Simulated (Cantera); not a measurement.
A perfectly stirred reactor is fed with CH₄ : CO₂ = 1 : 1.4 (molar parts), at 1.70 bar; it is held at 1475 K, and followed from long to short residence time.

Model: GRI-Mech 3.0 (53 species, 325 reactions), integrated in Cantera.

x: mole fraction; the columns are a selection and need not sum to one.

| τ (s) | x CH₄ | x CO₂ | x CH₂CO | x H₂O | x HO₂ | x H |
|---|---|---|---|---|---|---|
| 0.34 | 0.273 | 0.459 | 8.28e-6 | 0.0653 | <1e-12 | 1.38e-6 |
| 0.17 | 0.325 | 0.518 | 3.15e-6 | 0.0295 | <1e-12 | 1.05e-6 |
| 0.085 | 0.362 | 0.552 | 1.01e-6 | 0.0111 | <1e-12 | 7.30e-7 |
| 0.043 | 0.386 | 0.569 | ? | ? | <1e-12 | ? |
| 0.022 | 0.401 | 0.578 | 6.01e-8 | 0.00106 | <1e-12 | 2.56e-7 |
| 0.011 | 0.409 | 0.581 | 1.01e-8 | 0.000268 | <1e-12 | 1.29e-7 |
| 0.0055 | 0.413 | 0.583 | 1.53e-9 | 6.78e-5 | <1e-12 | 6.49e-8 |
| 0.0028 | 0.415 | 0.583 | 2.44e-10 | ? | <1e-12 | ? |
| 0.0014 | 0.416 | 0.583 | 3.90e-11 | 7.07e-6 | <1e-12 | 2.66e-8 |
| 0.00070 | 0.416 | 0.583 | 6.81e-12 | 2.89e-6 | <1e-12 | 2.17e-8 |
| 0.00035 | 0.416 | 0.583 | 1.24e-12 | 1.29e-6 | <1e-12 | 1.93e-8 |

Task: Complete the blanks.

Result: 
- 0.043, x CH₂CO: 2.74e-7
- 0.043, x H₂O: 0.00364
- 0.043, x H: 4.56e-7
- 0.0028, x H₂O: 2.02e-5
- 0.0028, x H: 3.79e-8
